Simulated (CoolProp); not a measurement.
A simple Rankine cycle with the fluoroketone C6F12O (FK-5-1-12): condensing at 288.15 K, boiler at 0.362 MPa, turbine inlet 369.7 K, turbine efficiency 0.9, pump efficiency 0.8, no recuperator. Each further row changes one setting.

Computed with CoolProp (reference Helmholtz-energy equation of state, McLinden 2015).

```json
[
 {"case": "as stated", "thermal efficiency (%)": "12.5", "net work (kJ/kg)": "20.5", "heat in (kJ/kg)": "165", "turbine exit temperature (K)": "341.4", "volume ratio over the turbine": "14.9"},
 {"case": "turbine inlet 389.7 K", "thermal efficiency (%)": "11.9", "net work (kJ/kg)": "22.0", "heat in (kJ/kg)": "185", "turbine exit temperature (K)": "361.3", "volume ratio over the turbine": "14.5"},
 {"case": "condensing temperature 280.15 K", "thermal efficiency (%)": "13.6", "net work (kJ/kg)": "23.5", "heat in (kJ/kg)": "174", "turbine exit temperature (K)": "337.9", "volume ratio over the turbine": "21.6"},
 {"case": "boiler pressure 0.253 MPa", "thermal efficiency (%)": "10.9", "net work (kJ/kg)": "18.2", "heat in (kJ/kg)": "167", "turbine exit temperature (K)": "346.1", "volume ratio over the turbine": "9.98"},
 {"case": "turbine efficiency 0.8", "thermal efficiency (%)": "11.1", "net work (kJ/kg)": "18.2", "heat in (kJ/kg)": "165", "turbine exit temperature (K)": "343.9", "volume ratio over the turbine": "15.0"}
]
```
